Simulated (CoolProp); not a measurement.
Saturation properties of hexamethyldisiloxane (MM).

Computed with CoolProp (reference Helmholtz-energy equation of state, Thol 2016).

```json
[
 {"T (K)": "340.8", "p (bar)": "0.3485", "liquid density (kg/m³)": "713.2", "vapour density (kg/m³)": "2.059", "enthalpy of vaporisation (kJ/kg)": "209.2", "surface tension (mN/m)": "11.7"},
 {"T (K)": "350", "p (bar)": "0.4817", "liquid density (kg/m³)": "702.7", "vapour density (kg/m³)": "2.793", "enthalpy of vaporisation (kJ/kg)": "204.7", "surface tension (mN/m)": "11.0"},
 {"T (K)": "359.2", "p (bar)": "0.6524", "liquid density (kg/m³)": "692.1", "vapour density (kg/m³)": "3.720", "enthalpy of vaporisation (kJ/kg)": "200.1", "surface tension (mN/m)": "10.2"},
 {"T (K)": "368.5", "p (bar)": "0.8702", "liquid density (kg/m³)": "681.1", "vapour density (kg/m³)": "4.890", "enthalpy of vaporisation (kJ/kg)": "195.4", "surface tension (mN/m)": "9.46"},
 {"T (K)": "377.7", "p (bar)": "1.138", "liquid density (kg/m³)": "669.9", "vapour density (kg/m³)": "6.317", "enthalpy of vaporisation (kJ/kg)": "190.6", "surface tension (mN/m)": "8.73"},
 {"T (K)": "386.9", "p (bar)": "1.465", "liquid density (kg/m³)": "658.5", "vapour density (kg/m³)": "8.057", "enthalpy of vaporisation (kJ/kg)": "185.6", "surface tension (mN/m)": "8.01"},
 {"T (K)": "396.1", "p (bar)": "1.860", "liquid density (kg/m³)": "646.7", "vapour density (kg/m³)": "10.16", "enthalpy of vaporisation (kJ/kg)": "180.3", "surface tension (mN/m)": "7.31"},
 {"T (K)": "405.3", "p (bar)": "2.333", "liquid density (kg/m³)": "634.5", "vapour density (kg/m³)": "12.69", "enthalpy of vaporisation (kJ/kg)": "174.9", "surface tension (mN/m)": "6.62"},
 {"T (K)": "414.5", "p (bar)": "2.892", "liquid density (kg/m³)": "621.9", "vapour density (kg/m³)": "15.71", "enthalpy of vaporisation (kJ/kg)": "169.2", "surface tension (mN/m)": "5.94"},
 {"T (K)": "423.7", "p (bar)": "3.547", "liquid density (kg/m³)": "608.7", "vapour density (kg/m³)": "19.32", "enthalpy of vaporisation (kJ/kg)": "163.2", "surface tension (mN/m)": "5.28"},
 {"T (K)": "433", "p (bar)": "4.318", "liquid density (kg/m³)": "594.8", "vapour density (kg/m³)": "23.67", "enthalpy of vaporisation (kJ/kg)": "156.7", "surface tension (mN/m)": "4.64"},
 {"T (K)": "442.2", "p (bar)": "5.200", "liquid density (kg/m³)": "580.3", "vapour density (kg/m³)": "28.80", "enthalpy of vaporisation (kJ/kg)": "149.9", "surface tension (mN/m)": "4.01"},
 {"T (K)": "451.4", "p (bar)": "6.212", "liquid density (kg/m³)": "564.8", "vapour density (kg/m³)": "34.95", "enthalpy of vaporisation (kJ/kg)": "142.5", "surface tension (mN/m)": "3.41"}
]
```

It boils at 373.7 K under 1 atm.

Surface tension comes from a separate correlation (Mulero 2014), older than this fluid's equation and unchecked against measurements.
